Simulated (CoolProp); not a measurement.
Saturation properties of R1336mzz(Z) (Tc = 171.3 °C, pc = 2.904 MPa, ω = 0.386).

The numbers come from the reference Helmholtz-energy equation of state, McLinden 2020 in CoolProp.

```json
[
 {"T (°C)": "46.85", "p (MPa)": "0.1615", "liquid density (kg/m³)": "(withheld)", "vapour density (kg/m³)": "10.73", "liquid cp (kJ/(kg K))": "1.267"},
 {"T (°C)": "58.15", "p (MPa)": "0.2313", "liquid density (kg/m³)": "1274", "vapour density (kg/m³)": "15.17", "liquid cp (kJ/(kg K))": "1.292"},
 {"T (°C)": "69.45", "p (MPa)": "0.3223", "liquid density (kg/m³)": "1240", "vapour density (kg/m³)": "20.98", "liquid cp (kJ/(kg K))": "1.319"},
 {"T (°C)": "80.65", "p (MPa)": "0.4373", "liquid density (kg/m³)": "(withheld)", "vapour density (kg/m³)": "28.42", "liquid cp (kJ/(kg K))": "1.348"},
 {"T (°C)": "91.95", "p (MPa)": "0.5825", "liquid density (kg/m³)": "1167", "vapour density (kg/m³)": "38.05", "liquid cp (kJ/(kg K))": "1.381"},
 {"T (°C)": "103.25", "p (MPa)": "0.7616", "liquid density (kg/m³)": "1127", "vapour density (kg/m³)": "(withheld)", "liquid cp (kJ/(kg K))": "1.421"},
 {"T (°C)": "114.55", "p (MPa)": "0.9795", "liquid density (kg/m³)": "(withheld)", "vapour density (kg/m³)": "66.33", "liquid cp (kJ/(kg K))": "1.471"},
 {"T (°C)": "125.85", "p (MPa)": "1.242", "liquid density (kg/m³)": "(withheld)", "vapour density (kg/m³)": "87.11", "liquid cp (kJ/(kg K))": "1.539"}
]
```

Problem. Fill in the missing entries.

Solution. 
- 46.85, liquid density (kg/m³): 1306
- 80.65, liquid density (kg/m³): 1205
- 103.25, vapour density (kg/m³): 50.41
- 114.55, liquid density (kg/m³): 1083
- 125.85, liquid density (kg/m³): 1034

It boils at 33.5 °C under 1 atm.
